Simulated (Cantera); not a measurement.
Feed: 1 mol SiCl4, 320 mol H2, equilibrated at 0.390 bar.

Cantera equilibrium calculation (NASA polynomials, part measured and part estimated; ideal gas, pure solids and liquids). Candidate condensed phases: Si; 19 gas species. Gases not in the tables: Si2H6 and higher silanes. Rates play no part.

Task: What share of the Si ends up in condensed phases as a function of T (K), at 1823, 1873, 1923, 1973, 2023, 2073, 2123, 2173, 2223, 2273?

Result: 
```json
[
 {"T (K)": "1823", "Si condensed (%)": "84.8", "as": "Si(l)"},
 {"T (K)": "1873", "Si condensed (%)": "84.5", "as": "Si(l)"},
 {"T (K)": "1923", "Si condensed (%)": "83.5", "as": "Si(l)"},
 {"T (K)": "1973", "Si condensed (%)": "81.5", "as": "Si(l)"},
 {"T (K)": "2023", "Si condensed (%)": "78.0", "as": "Si(l)"},
 {"T (K)": "2073", "Si condensed (%)": "72.3", "as": "Si(l)"},
 {"T (K)": "2123", "Si condensed (%)": "63.2", "as": "Si(l)"},
 {"T (K)": "2173", "Si condensed (%)": "49.2", "as": "Si(l)"},
 {"T (K)": "2223", "Si condensed (%)": "28.0", "as": "Si(l)"},
 {"T (K)": "2273", "Si condensed (%)": "0.0", "as": "-"}
]
```
